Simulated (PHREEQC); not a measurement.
Consider water at 25 °C and 10 atm with 6.5 mmol/kgw CuCl2, 0.042 mmol/kgw HNO3 and 57 mmol/kgw FeCl3. Closed to the air; pH follows from the charge balance.

Equilibrium calculation in PHREEQC: ion-association model, phreeqc.dat.

* **pH**: 1.95
* **ionic strength**: 0.264 mol/kgw
* **total alkalinity**: -114 meq/kg

```json
[
 {"species": "Cl-", "molality": "0.152", "activity": "0.106", "log γ": "-0.158"},
 {"species": "FeCl+2", "molality": "0.0227", "activity": "0.00613", "log γ": "-0.568"},
 {"species": "Fe+3", "molality": "0.0164", "activity": "0.00190", "log γ": "-0.936"},
 {"species": "H+", "molality": "0.0144", "activity": "0.0113", "log γ": "-0.104"},
 {"species": "Cu+2", "molality": "0.00577", "activity": "0.00174", "log γ": "-0.521"},
 {"species": "Fe2(OH)2+4", "molality": "0.00423", "activity": "3.19e-5", "log γ": "-2.122"},
 {"species": "FeCl2+", "molality": "0.00405", "activity": "0.00292", "log γ": "-0.142"},
 {"species": "FeOH+2", "molality": "0.00403", "activity": "0.00109", "log γ": "-0.568"},
 {"species": "CuCl+", "molality": "0.000709", "activity": "0.000494", "log γ": "-0.156"},
 {"species": "Fe3(OH)4+5", "molality": "0.000441", "activity": "2.13e-7", "log γ": "-3.316"},
 {"species": "Fe(OH)2+", "molality": "4.38e-5", "activity": "3.19e-5", "log γ": "-0.137"}
]
```

This is a speciation only: nothing precipitates in the calculation. The solution is supersaturated, for example in Hematite (slow to form), Goethite (slow to form), so a real one may precipitate; this is no full list.
